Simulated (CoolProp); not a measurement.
R1234ze(Z) at several states: Z from the reference equation and from simpler models built on Tc = 423.3 K, pc = 3.531 MPa, ω = 0.327; each cubic takes its own stable root.

Computed with CoolProp (reference Helmholtz-energy equation of state, Akasaka 2019).

```json
[
 {"T (K)": "327", "p (MPa)": "0.016", "phase": "gas", "reference": "0.9956"},
 {"T (K)": "319.8", "p (MPa)": "0.547", "phase": "liquid", "reference": "0.02013"},
 {"T (K)": "338.5", "p (MPa)": "3.98", "phase": "liquid", "reference": "0.1431"},
 {"T (K)": "424.2", "p (MPa)": "0.497", "phase": "gas", "reference": "0.9458"},
 {"T (K)": "406.2", "p (MPa)": "13.5", "phase": "liquid", "reference": "0.4615"}
]
```

**Question.** How far does each simpler model (van der Waals, Redlich-Kwong, Peng-Robinson) lie from the reference over these 5 states: mean and median of the absolute difference, and the worst?

**Answer.** 
- van der Waals: mean 904.7 %, median 58.7 %, worst +4382.4 % at 319.8 K and 0.547 MPa
- Redlich-Kwong: mean 855.6 %, median 23.0 %, worst +4224.9 % at 319.8 K and 0.547 MPa
- Peng-Robinson: mean 5.4 %, median 8.8 %, worst +9.2 % at 319.8 K and 0.547 MPa

At some of these states van der Waals, Redlich-Kwong gives the other phase, because its saturation line lies elsewhere.
